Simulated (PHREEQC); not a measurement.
**Silver or lead bath: speciation**

Consider water at 50 °C with 0.00045 mol/kgw PbCl2 and 0.00014 mol/kgw Na2SO4. It is in equilibrium with CO2 at log p = -3.4 (atm). Otherwise closed; pH follows from the charge balance.

Equilibrium calculation in PHREEQC: ion-association model, phreeqc.dat.

```json
{
 "pH": "5.45",
 "ionic_strength": "0.00165 mol/kgw",
 "specific_conductance": "247 µS/cm"
}
```

```tsv
species	molality	activity	log γ
Cl-	0.000879	0.000838	-0.021
Pb+2	0.000408	0.000337	-0.082
Na+	0.000280	0.000267	-0.020
SO4-2	0.000121	0.000100	-0.081
PbCl+	2.09e-5	1.99e-5	-0.021
PbSO4	1.90e-5	1.90e-5	0.000
CO2	7.74e-6	7.75e-6	0.000
H+	3.69e-6	3.53e-6	-0.019
PbOH+	1.95e-6	1.86e-6	-0.021
HCO3-	1.19e-6	1.14e-6	-0.020
PbHCO3+	3.19e-7	3.05e-7	-0.021
```

This is a speciation only: nothing precipitates in the calculation. Saturation is exceeded, for instance for Anglesite, Pb(OH)2; the values hold only as long as no solid forms. Constants without temperature data keep their 25 °C values here.
